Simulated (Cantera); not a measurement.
Cantera with NASA thermochemical tables; ideal gases at 1 bar, condensed phases pure. Values are per mole of reaction as written; species without (g) are pure solids or liquids, kept so even where they would boil at 1 bar.

4 HCl(g) + Ti → TiCl4 + 4 H(g), with ΔH° = 437.2 kJ and ΔS° = -66.5 J/K at 300 K.

Problem. How far is the shortcut ΔG° ≈ ΔH°(300 K) − T·ΔS°(300 K) from the full temperature-dependent value at 448, 473, 498, 523, 548 K?

Solution. 
```json
[
 {"T (K)": "448", "shortcut (kJ)": "467.0", "full (kJ)": "464.3", "difference (kJ)": "2.7", "difference in log10 K": "-0.32"},
 {"T (K)": "473", "shortcut (kJ)": "468.7", "full (kJ)": "465.0", "difference (kJ)": "3.7", "difference in log10 K": "-0.40"},
 {"T (K)": "498", "shortcut (kJ)": "470.3", "full (kJ)": "465.6", "difference (kJ)": "4.7", "difference in log10 K": "-0.49"},
 {"T (K)": "523", "shortcut (kJ)": "472.0", "full (kJ)": "466.2", "difference (kJ)": "5.8", "difference in log10 K": "-0.58"},
 {"T (K)": "548", "shortcut (kJ)": "473.7", "full (kJ)": "466.6", "difference (kJ)": "7.1", "difference in log10 K": "-0.68"}
]
```
The shortcut ignores the heat-capacity change of the reaction.
